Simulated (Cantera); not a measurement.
A closed system holds: 1 mol CuO, 1.2 mol CH4, 2.2 mol CO, equilibrated at 1477 °C and 0.00133 bar.

These are equilibrium values from Cantera (NASA tables, ideal gas, pure condensed phases), not measurements of a reactor. Candidate condensed phases: C, C6H6, C7H8, C8H18, Cu, CuO, Cu(OH)2, Cu2O, H2O; 113 gas species. Kinetics and transport are ignored.

Base state: CO 0.484, H2 0.361, Cu 0.151, H 0.00383, Cu2 0.000156, C2H2 (acetylene) 4.15e-5 (mole fractions); condensed: C(graphite).

Question: What changes in the equilibrium state with this change: pressure from 0.00133 bar to 0.000140 bar?

Answer: 
| species | before | after |
|---|---|---|
| CO | 0.484 | 0.482 |
| H2 | 0.361 | 0.356 |
| Cu | 0.151 | 0.151 |
| H | 0.00383 | 0.0117 |
| Cu2 | 0.000156 | 1.63e-5 |
| C2H2 (acetylene) | 4.15e-5 | 4.09e-5 |
| C(graphite), mol | 0.199 | 0.199 |

Question: What changes in the equilibrium state with this change: pressure from 0.00133 bar to 0.100 bar?

Answer: 
| species | before | after |
|---|---|---|
| CO | 0.484 | 0.570 |
| H2 | 0.361 | 0.427 |
| Cu | 0.151 | 0.00299 |
| CH4 | 1.59e-7 | 1.66e-5 |
| Cu2 | 0.000156 | 4.58e-6 |
| C(graphite), mol | 0.199 | 0.199 |
| Cu(l), mol | 0 | 0.983 |
